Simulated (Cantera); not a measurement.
Input: 1 mol SiCl₄, 18 mol N₂O, 170 mol N₂, held at 140 Pa.

Cantera equilibrium calculation (NASA polynomials, part measured and part estimated; ideal gas, pure solids and liquids). Candidate condensed phases: Si, SiO₂, Si₂N₂O, Si₃N₄; 23 gas species. The tables hold silica as quartz up to 1696 K and as liquid above; real silica turns to tridymite and cristobalite and melts near 1996 K. The numbers say what is thermodynamically allowed, not how fast it happens.

log p: log10 of the partial pressure in bar; n: condensed amount in mol.

```json
[
 {"T (°C)": "452", "log p N₂": "-2.88", "log p O₂": "-4.25", "log p Cl": "-8.29", "log p Cl₂": "-4.85", "log p NO": "-9.49", "log p O": "<-14", "n SiO₂(α-quartz)": "1.00", "n SiO₂(β-quartz)": "0"},
 {"T (°C)": "552", "log p N₂": "-2.88", "log p O₂": "-4.25", "log p Cl": "-7.21", "log p Cl₂": "-4.85", "log p NO": "-8.69", "log p O": "-14.72", "n SiO₂(α-quartz)": "1.00", "n SiO₂(β-quartz)": "0"},
 {"T (°C)": "652", "log p N₂": "-2.88", "log p O₂": "-4.25", "log p Cl": "-6.36", "log p Cl₂": "-4.86", "log p NO": "-8.06", "log p O": "-13.00", "n SiO₂(α-quartz)": "0", "n SiO₂(β-quartz)": "1.00"},
 {"T (°C)": "752", "log p N₂": "-2.88", "log p O₂": "-4.25", "log p Cl": "?", "log p Cl₂": "-4.88", "log p NO": "?", "log p O": "?", "n SiO₂(α-quartz)": "0", "n SiO₂(β-quartz)": "1.00"},
 {"T (°C)": "852", "log p N₂": "-2.88", "log p O₂": "-4.25", "log p Cl": "-5.17", "log p Cl₂": "-4.97", "log p NO": "-7.15", "log p O": "-10.46", "n SiO₂(α-quartz)": "0", "n SiO₂(β-quartz)": "1.00"},
 {"T (°C)": "952", "log p N₂": "-2.88", "log p O₂": "-4.25", "log p Cl": "-4.81", "log p Cl₂": "-5.20", "log p NO": "-6.80", "log p O": "-9.50", "n SiO₂(α-quartz)": "0", "n SiO₂(β-quartz)": "1.00"},
 {"T (°C)": "1052", "log p N₂": "-2.88", "log p O₂": "-4.25", "log p Cl": "-4.63", "log p Cl₂": "-5.64", "log p NO": "-6.51", "log p O": "-8.69", "n SiO₂(α-quartz)": "0", "n SiO₂(β-quartz)": "1.00"},
 {"T (°C)": "1152", "log p N₂": "-2.88", "log p O₂": "-4.25", "log p Cl": "-4.57", "log p Cl₂": "?", "log p NO": "?", "log p O": "?", "n SiO₂(α-quartz)": "0", "n SiO₂(β-quartz)": "1.00"},
 {"T (°C)": "1252", "log p N₂": "-2.88", "log p O₂": "-4.26", "log p Cl": "-4.56", "log p Cl₂": "-6.79", "log p NO": "-6.04", "log p O": "-7.37", "n SiO₂(α-quartz)": "0", "n SiO₂(β-quartz)": "1.000"}
]
```

Problem. Some entries are withheld; supply them.

Solution. 
- 752, log p Cl: -5.69
- 752, log p NO: -7.56
- 752, log p O: -11.61
- 1152, log p Cl₂: -6.22
- 1152, log p NO: -6.26
- 1152, log p O: -7.98
